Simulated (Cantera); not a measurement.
An isothermal, constant-pressure homogeneous reactor starts with 45.0 % CH4, 54.0 % CO2, 0.990 % H2O, at 1525 K and 5.00 bar.

Detailed kinetics in Cantera: GRI-Mech 3.0 (53 species, 325 reactions).

**Question.** Predict: x(CH4) at 10.0 s; x(CO2) at 10.0 s; x(CH2O) at 10.0 s; x(H) at 10.0 s; x(C2H2) at 10.0 s.

**Answer.** 
| Property | Result |
|---|---|
| x(CH4) at 10.0 s | 0.0661 (gas-phase equilibrium 9.45e-5) |
| x(CO2) at 10.0 s | 0.0602 (gas-phase equilibrium 0.0157) |
| x(CH2O) at 10.0 s | 4.70e-7 (gas-phase equilibrium 4.88e-7) |
| x(H) at 10.0 s | 5.81e-6 (gas-phase equilibrium 7.08e-6) |
| x(C2H2) at 10.0 s | 0.0150 (gas-phase equilibrium 9.82e-9) |
